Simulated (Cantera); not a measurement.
Input: 1 mol Si, 5.5 mol HBr, 82 mol H2, held at 2.10 mbar.

Method: chemical equilibrium by Gibbs-energy minimisation in Cantera with the NASA 1993 tables (ideal gas, pure condensed phases). Candidate condensed phases: Br2, Si; 19 gas species. The tables' values for SiBr3 are old estimates; treat these amounts as uncertain. Equilibrium is a limit: real reactors are often held back by kinetics, nucleation or transport.

x: gas mole fraction; n: condensed amount in mol.

```csv
T (K),x H2,x HBr,x SiBr4,x SiBr2,x SiHBr3,x SiBr3,n Si(s)
475,0.971,0.0173,0.0116,<1e-12,1.93e-7,<1e-12,0
525,0.971,0.0173,0.0116,<1e-12,1.13e-6,9.54e-12,0
575,0.971,0.0173,0.0116,<1e-12,4.79e-6,3.12e-10,0
625,0.971,0.0174,0.0115,7.31e-11,1.60e-5,5.80e-9,0
675,0.971,0.0174,0.0115,4.19e-9,4.43e-5,6.92e-8,0
725,0.971,0.0174,0.0115,1.35e-7,0.000105,5.81e-7,0
775,0.971,0.0176,0.0113,2.71e-6,0.000221,3.65e-6,0
825,0.971,0.0179,0.0111,3.63e-5,0.000413,1.79e-5,0
875,0.969,…,0.0103,…,…,6.40e-5,…
925,0.962,0.0292,0.00767,0.000777,0.000523,0.000114,0.210
975,0.954,0.0395,0.00468,0.00166,0.000372,0.000161,0.401
1025,0.947,…,…,…,…,0.000171,…
1075,0.943,0.0519,0.000742,0.00368,9.86e-5,0.000138,0.592
1125,0.942,0.0530,0.000227,0.00427,4.15e-5,9.62e-5,0.595
```

Problem. Fill in the missing entries.

Solution. 
- 875, x HBr: 0.0195
- 875, x SiBr2: 0.000294
- 875, x SiHBr3: 0.000630
- 875, n Si(s): 0.0191
- 1025, x HBr: 0.0477
- 1025, x SiBr4: 0.00215
- 1025, x SiBr2: 0.00276
- 1025, x SiHBr3: 0.000213
- 1025, n Si(s): 0.537
